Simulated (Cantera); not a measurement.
Input (Python, Cantera) and output of one run.

```python
import numpy as np
import cantera as ct

gas_names = """
    C CO CO2 C2 C2O C3 C3O2 C4 C5 Cu CuO Cu2 O O2 O3
""".split()
cond_names = """
    C(gr) Cu(cr) Cu(L) CuO(s) Cu2O(s) Cu2O(L)
""".split()


# ... load() reads the species with a 1 bar reference pressure and builds the phases ...
atoms = {
    'CuO': {'Cu': 1, 'O': 1},
    'C': {'C': 1},
    'CO': {'C': 1, 'O': 1},
}
top_T = {'C(gr)': 4500, 'CuO(s)': 1390}  # K; cautious upper limits of use, not melting points


# ... equilibrate(T, P, feed) seeds the gas with the atoms and calls Mixture.equilibrate('TP', solver="vcs", rtol=1e-11, max_steps=5000) ...
results = []
feed = {'CuO': 1, 'C': 2.3, 'CO': 1.8}  # mol
P = 4200  # Pa
for T in [1873, 1898, 1923, 1948, 1973, 1998, 2023, 2048, 2073, 2098]:
    mix = equilibrate(T, P, feed)
    results.append((T, P, feed, dict(zip(mix.species_names, mix.species_moles))))

top = {s: max(r[3][s] / sum(r[3][g] for g in gas_names) for r in results) for s in gas_names}
cols = sorted((s for s in top if top[s] > 1e-05), key=lambda s: -top[s])[:5]
seen = [c for c in cond_names if any(r[3].get(c, 0) > 1e-12 for r in results)]
print("log10 of partial pressures in bar; condensed amounts in mol")
print(f"{'T/K':>10s}" + "".join(f"{s[:9]:>10s}" for s in cols + seen))
for T, P, feed, n in results:
    ng = sum(n[g] for g in gas_names)
    print(f"{T:10.4g}" + "".join(f"{np.log10(max(n[s] / ng * P / 1e5, 1e-99)):10.3f}" for s in cols)
          + "".join(f"{n.get(c, 0):10.4g}" for c in seen))
```

Output:

```
log10 of partial pressures in bar; condensed amounts in mol
       T/K        CO        Cu       Cu2     C(gr)     Cu(L)
      1873    -1.390    -2.915    -5.501       1.3     0.916
      1898    -1.393    -2.801    -5.345       1.3    0.8897
      1923    -1.398    -2.690    -5.193       1.3    0.8559
      1948    -1.405    -2.582    -5.045       1.3    0.8124
      1973    -1.413    -2.476    -4.901       1.3    0.7563
      1998    -1.423    -2.374    -4.761       1.3     0.684
      2023    -1.436    -2.274    -4.624       1.3    0.5901
      2048    -1.452    -2.177    -4.492       1.3    0.4673
      2073    -1.473    -2.082    -4.362       1.3    0.3044
      2098    -1.499    -1.989    -4.236       1.3   0.08472
```

Cantera equilibrium calculation (NASA polynomials, part measured and part estimated; ideal gas, pure solids and liquids).
